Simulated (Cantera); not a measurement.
A closed system holds: 1 mol Pb, 0.018 mol H₂O, a varied amount of CO, 1.3 mol CO₂, equilibrated at 1623 K and 2.30 mbar.

Equilibrium computed with Cantera from the NASA thermochemical tables; the gas is ideal and each condensed phase is pure. Candidate condensed phases: C, C₆H₆, C₇H₈, C₈H₁₈, H₂O, Pb, PbO, PbO₂, Pb₃O₄; 113 gas species. Equilibrium is a limit: real reactors are often held back by kinetics, nucleation or transport.

x: gas mole fraction; nothing condenses.

```
n(CO) (mol)   x CO   x CO₂    x Pb  x H₂     x H₂O
-----------  -----  ------  ------  ----  --------
11           0.825  0.0986  0.0751     ?  0.000359
13           0.848  0.0857  0.0653     ?  0.000275
16           0.873  0.0717  0.0546     ?  0.000196
19           0.891  0.0617  0.0469     ?  0.000146
23           0.908  0.0519  0.0395     ?  0.000104
27           0.920  0.0449  0.0341     ?   7.85e-5
33           0.934  0.0373  0.0283     ?   5.44e-5
39           0.943  0.0319  0.0242     ?   3.99e-5
46           0.952  0.0272  0.0207     ?   2.93e-5
55           0.959  0.0230  0.0174     ?   2.09e-5
66           0.966  0.0193  0.0146     ?   1.47e-5
79           0.971  0.0162  0.0123     ?   1.04e-5
```

### Question
Complete the blanks.

### Answer

- 11, x H₂: 0.000970
- 13, x H₂: 0.000878
- 16, x H₂: 0.000767
- 19, x H₂: 0.000679
- 23, x H₂: 0.000589
- 27, x H₂: 0.000519
- 33, x H₂: 0.000440
- 39, x H₂: 0.000382
- 46, x H₂: 0.000330
- 55, x H₂: 0.000281
- 66, x H₂: 0.000238
- 79, x H₂: 0.000201
